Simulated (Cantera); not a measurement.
Input: 1 mol Si(CH3)4, 0.045 mol C3H8, 7.2 mol H2, 0.33 mol C2H2, 0.0011 mol HF, held at 55.0 mbar.

Equilibrium computed with Cantera from the NASA thermochemical tables; the gas is ideal and each condensed phase is pure. Candidate condensed phases: C, C6H6, C7H8, C8H18, Si, SiC; 113 gas species. The numbers say what is thermodynamically allowed, not how fast it happens.

Problem. At 1750 K, list the 5 most abundant gas species with their mole fractions, and the condensed phases.

Solution. H2 0.999, H 0.000991, C2H2 (acetylene) 0.000115, HF 8.01e-5, CH4 5.01e-5. Condensed: C(graphite) + SiC(s).
